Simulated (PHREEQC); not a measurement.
**Copper plating or etch bath**

Make-up at 25 °C: 4.7 mmol/kgw Cu(NO3)2, 0.17 mmol/kgw H2SO4 and 0.045 mmol/kgw NaCl. Closed to the air; pH follows from the charge balance.

Computed with PHREEQC (ion-association model, wateq4f.dat).

No solid was allowed to form.

**Question.** Estimate the pH.

**Answer.** pH 3.52.

**Question.** In which forms is S present?

**Answer.** SO4-2 72 %, CuSO4 27 %, HSO4- 1.5 % of the S.

Species that the database lacks are ignored.
